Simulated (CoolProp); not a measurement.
Properties of R507A at several states.

The numbers come from the reference Helmholtz-energy equation of state, Lemmon 2003 in CoolProp. It is a pseudo-pure fit of the blend.

```
T (K)  p (MPa)   phase        Z  isothermal compressibility (1/MPa)  viscosity (µPa s)  fugacity coefficient
-----  -------  ------  -------  ----------------------------------  -----------------  --------------------
267.7     6.77  liquid   0.2487                            0.003715                  ?                     ?
280.9   0.0248     gas   0.9950                               40.53                  ?                0.9950
476.5   0.0828     gas   0.9976                               12.11               19.0                0.9976
413.5   0.0393     gas   0.9980                               25.50               16.8                0.9980
307.1    0.123     gas   0.9819                               8.282                  ?                0.9821
208.8    0.468  liquid  0.01943                                   ?                  ?               0.08454
```

### Question
What belongs in the gaps?

### Answer

- 267.7, viscosity (µPa s): 223
- 267.7, fugacity coefficient: 0.08555
- 280.9, viscosity (µPa s): 11.4
- 307.1, viscosity (µPa s): 12.6
- 208.8, isothermal compressibility (1/MPa): 0.001721
- 208.8, viscosity (µPa s): 457

Viscosity comes from a separate model (Geller 2000).
